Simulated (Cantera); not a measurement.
Feed: 1 mol MgSO₄, 0.12 mol H₂O, equilibrated at 1073 K and 1.20 bar.

Equilibrium computed with Cantera from the NASA thermochemical tables; the gas is ideal and each condensed phase is pure. Candidate condensed phases: H₂O, H₂SO₄, Mg, MgO, Mg(OH)₂, MgS, MgSO₄, S; 26 gas species. Mutual solubility and eutectic melting of coexisting phases are not modelled. Equilibrium is a limit: real reactors are often held back by kinetics, nucleation or transport.

Base state: H₂O 0.998, SO₂ 0.00161, O₂ 0.000807, SO₃ 4.09e-5 (mole fractions); condensed: MgO(s) + MgSO₄(s).

Task: What changes in the equilibrium state with this change: pressure from 1.20 bar to 13.3 mbar?

Result: 
| species | before | after |
|---|---|---|
| H₂O | 0.998 | 0.778 |
| SO₂ | 0.00161 | 0.145 |
| O₂ | 0.000807 | 0.0726 |
| SO₃ | 4.09e-5 | 0.00368 |
| MgO(s), mol | 0.000199 | 0.0230 |
| MgSO₄(s), mol | 1.000 | 0.977 |
